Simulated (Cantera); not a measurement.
Input (Python, Cantera) and output of one run.

```python
import numpy as np
import cantera as ct

gas_names = """
    Br Br2 H HBr H2 N NH NH2 NH3 N2 N2H2 N2H4 Si SiBr SiBr2 SiBr3 SiBr4 SiH SiHBr3 SiH2 SiH2Br2 SiH3
    SiH3Br SiH4 SiN Si2 Si2N Si3
""".split()
cond_names = """
    Br2(cr) Br2(L) Si(cr) Si(L) Si3N4(a)
""".split()


# ... load() reads the species with a 1 bar reference pressure and builds the phases ...
atoms = {
    'Si': {'Si': 1},
    'HBr': {'H': 1, 'Br': 1},
    'N2': {'N': 2},
}
top_T = {'Si3N4(a)': 2400}  # K; cautious upper limits of use, not melting points


# ... equilibrate(T, P, feed) seeds the gas with the atoms and calls Mixture.equilibrate('TP', solver="vcs", rtol=1e-11, max_steps=5000) ...
results = []
feed = {'Si': 1, 'HBr': 16, 'N2': 1.5}  # mol
T = 773.15  # K
P = 89000  # Pa
mix = equilibrate(T, P, feed)
results.append((T, P, feed, dict(zip(mix.species_names, mix.species_moles))))
print(gas.report(threshold=0.001))
for i in range(1, mix.n_phases):
    print(f"{mix.phase(i).name:16s} {mix.phase_moles(i):12.5e} mol")
```

Output:

```
       temperature   773.15 K
          pressure   89000 Pa
           density   1.1452 kg/m^3
  mean mol. weight   82.713 kg/kmol
   phase of matter   gas

                          1 kg             1 kmol
                     ---------------   ---------------
          enthalpy       -4.2879e+05       -3.5466e+07  J
   internal energy       -5.0651e+05       -4.1895e+07  J
           entropy            2918.7        2.4141e+05  J/K
    Gibbs function       -2.6854e+06       -2.2211e+08  J
 heat capacity c_p             426.8             35302  J/K
 heat capacity c_v            326.28             26987  J/K

                      mass frac. Y      mole frac. X     chem. pot. / RT
                     ---------------   ---------------   ---------------
               HBr           0.71147           0.72731           -31.198
                H2         0.0029528           0.12115           -19.133
                N2          0.030784          0.090891           -26.759
             SiBr4           0.25477          0.060605           -117.31
     [  +24 minor]        2.0641e-05        4.8305e-05

Br2(L)            0.00000e+00 mol
Si(cr)            0.00000e+00 mol
Si3N4(a)          0.00000e+00 mol
```

These are equilibrium values from Cantera (NASA tables, ideal gas, pure condensed phases), not measurements of a reactor.
